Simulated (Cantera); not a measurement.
Mixture: CO : H2 : CH4 : O2 : N2 = 1 : 0.53 : 0.81 : 4.38 : 14.4 (molar parts), equivalence ratio 0.54, at 1.70 bar, adiabatic and at constant pressure. Ignition delay is the time to a rise of 400 K.

Computed with Cantera and GRI-Mech 3.0 (53 species, 325 reactions). Below about 1000 K GRI-Mech 3.0 lacks low-temperature oxidation paths. Below about 950 K walls govern HO2 and H2O2 in real vessels.

### Question
Predict: delay at 900 K; delay at 1000 K; delay at 1100 K; delay at 1200 K; apparent activation energy between 1150 and 1250 K.

### Answer
| Quantity | Value |
|---|---|
| delay at 900 K | 0.179 s |
| delay at 1000 K | 6.99 ms |
| delay at 1100 K | 1.58 ms |
| delay at 1200 K | 0.598 ms |
| apparent activation energy between 1150 and 1250 K | 100 kJ/mol |
